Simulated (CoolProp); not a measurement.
Saturation properties of trans-2-butene (Tc = 428.6 K, pc = 4.019 MPa, ω = 0.210).

Computed with CoolProp (reference Helmholtz-energy equation of state, Lemmon 2005). It is a short technical equation, of lower accuracy than the large ones.

| T (K) | p (MPa) | vapour density (kg/m³) | enthalpy of vaporisation (kJ/kg) | liquid cp (kJ/(kg K)) | surface tension (mN/m) |
|---|---|---|---|---|---|
| 286.9 | 0.1616 | 4.034 | 392.9 | 2.277 | 14.5 |
| 289.7 | ___ | 4.412 | 390.1 | 2.290 | 14.1 |
| 292.4 | 0.1944 | 4.802 | 387.3 | 2.302 | 13.8 |
| 295.2 | 0.2130 | 5.235 | 384.5 | 2.315 | 13.4 |
| 298 | 0.2330 | 5.697 | 381.6 | 2.329 | 13.1 |
| 300.8 | 0.2543 | 6.191 | 378.6 | 2.343 | 12.8 |
| 303.5 | 0.2763 | 6.697 | 375.7 | ___ | 12.4 |
| 306.3 | ___ | 7.257 | 372.7 | 2.371 | 12.1 |
| 309.1 | 0.3263 | 7.852 | ___ | 2.386 | 11.8 |
| 311.9 | 0.3538 | 8.485 | 366.4 | 2.402 | 11.4 |
| 314.6 | 0.3819 | 9.132 | 363.3 | 2.417 | 11.1 |
| 317.4 | 0.4128 | 9.844 | 360.0 | 2.433 | 10.8 |
| 320.2 | 0.4456 | 10.60 | 356.7 | 2.450 | 10.5 |
| 323 | 0.4802 | 11.40 | 353.3 | ___ | ___ |

What belongs in the gaps?


- 289.7, p (MPa): 0.1777
- 303.5, liquid cp (kJ/(kg K)): 2.357
- 306.3, p (MPa): 0.3005
- 309.1, enthalpy of vaporisation (kJ/kg): 369.6
- 323, liquid cp (kJ/(kg K)): 2.467
- 323, surface tension (mN/m): 10.1

It boils at 274.0 K under 1 atm.

Surface tension comes from a separate correlation (Mulero 2014).
